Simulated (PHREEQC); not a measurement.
# Ultrapure water in contact with air or piping: speciation

Synthetic water in mmol/kgw, 35 °C, pH 5.61, pe 9.9:

| constituent | mmol/kgw |
|---|---|
| Na | 0.00268 |
| K | 0.00708 |
| Ca | 0.00471 |
| Mg | 0.000165 |
| Cl | 0.00204 |
| S(6) | 0.00428 |
| Alkalinity (meq/kgw) | 0.00884 |
| Cd | 0.000106 |

Valence states are taken as typed.

Computed with PHREEQC (ion-association model, wateq4f.dat).

The ionic strength is 3.13e-5 mol/kgw and the charge-balance error comes out as 0.6 %.

```tsv
species	molality	activity	log γ
CO2	5.63e-5	5.63e-5	0.000
HCO3-	1.13e-5	1.12e-5	-0.003
K+	7.08e-6	7.03e-6	-0.003
Ca+2	4.70e-6	4.58e-6	-0.012
SO4-2	4.27e-6	4.16e-6	-0.012
Na+	2.68e-6	2.66e-6	-0.003
H+	2.47e-6	2.45e-6	-0.003
Cl-	2.04e-6	2.03e-6	-0.003
Mg+2	1.65e-7	1.60e-7	-0.011
Cd+2	1.06e-7	1.03e-7	-0.012
OH-	8.42e-9	8.37e-9	-0.003
CaSO4	4.17e-9	4.17e-9	0.000
HSO4-	1.25e-9	1.25e-9	-0.003
```

This is a speciation only: nothing precipitates in the calculation. Complexes and solids missing from the database can't appear.
